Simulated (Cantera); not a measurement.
Cantera with NASA thermochemical tables; ideal gases at 1 bar, condensed phases pure. Values are per mole of reaction as written; species without (g) are pure solids or liquids, kept so even where they would boil at 1 bar.

### Question
Between 775 and 875 K, where is each reaction favourable under standard conditions?
- 6 HCl(g) + 2 BF₃(g) ⇌ 2 BCl₃(g) + 3 F₂(g) + 6 H(g)

### Answer
- 6 HCl(g) + 2 BF₃(g) ⇌ 2 BCl₃(g) + 3 F₂(g) + 6 H(g): ΔG° is 3118 kJ at 775 K and 3086 kJ at 875 K; it stays positive (K < 1). ΔH° is 3366 kJ and ΔS° 320 J/K at 875 K.
